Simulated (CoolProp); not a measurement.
Values from CoolProp's reference Helmholtz-energy equation of state, Tillner-Roth 1997.

Task: For CH2F2 (R32), give the phase and the viscosity (µPa s) at -23.25 °C and 26.4 kPa.

Result: 
- -23.25 °C and 26.4 kPa: gas; viscosity 11.2

Viscosity comes from a separate model (Bell 2016), an estimate that may be off by 10 % or more.
